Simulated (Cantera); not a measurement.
# Equilibrium for silicon oxide and oxynitride deposition: SiCl4 + N2O

Charge: 1 mol SiCl4, a varied amount of N2O, held at 1575 K and 25.0 Pa.

Method: chemical equilibrium by Gibbs-energy minimisation in Cantera with the NASA 1993 tables (ideal gas, pure condensed phases). Candidate condensed phases: Si, SiO2, Si2N2O, Si3N4; 23 gas species. The tables hold silica as quartz up to 1696 K and as liquid above; real silica turns to tridymite and cristobalite and melts near 1996 K. Equilibrium is a limit: real reactors are often held back by kinetics, nucleation or transport.

From 4.5 mol N2O to 44 mol N2O the condensed part is SiO2(β-quartz).

```
n(N2O) (mol)   x N2    x Cl   x O2     x Cl2     x NO       x O  n SiO2(β-quartz)
------------  -----  ------  -----  --------  -------  --------  ----------------
4.5           0.463   0.403  0.128   0.00454  0.00104  0.000242             1.000
6.6           0.512   0.306  0.178   0.00261  0.00129  0.000286             1.000
9.6           0.552   0.227  0.218   0.00145  0.00148  0.000316             1.000
14            0.583   0.165  0.249  0.000764  0.00163  0.000338             1.000
21            0.608   0.115  0.274  0.000371  0.00174  0.000355             1.000
30            0.624  0.0829  0.291  0.000192  0.00182  0.000365             1.000
44            0.637  0.0578  0.303   9.34e-5  0.00187  0.000373             1.000
```
x: gas mole fraction; n: condensed amount in mol.
